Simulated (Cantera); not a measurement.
Input: 1 mol Nb, 11 mol N₂O, 6.3 mol N₂, equilibrated at 800 K and 0.0100 bar.

Cantera equilibrium calculation (NASA polynomials, part measured and part estimated; ideal gas, pure solids and liquids). Candidate condensed phases: Nb, NbO, NbO₂, Nb₂O₅; 12 gas species. Condensed phases not in the tables: the oxides between NbO₂ and Nb₂O₅. Equilibrium is a limit: real reactors are often held back by kinetics, nucleation or transport.

Base state: N₂ 0.803, O₂ 0.197 (mole fractions); condensed: Nb₂O₅(s).

Problem. What changes in the equilibrium state with this change: temperature from 800 K to 2175 K?

Solution. 
```
species         before     after
-------------  -------  --------
N₂               0.803     0.793
O₂               0.197     0.186
NO             1.96e-6    0.0112
NbO₂             <1e-9  0.000343
O                <1e-9   0.00992
Nb₂O₅(s), mol    0.500         0
Nb₂O₅(l), mol        0     0.496
```
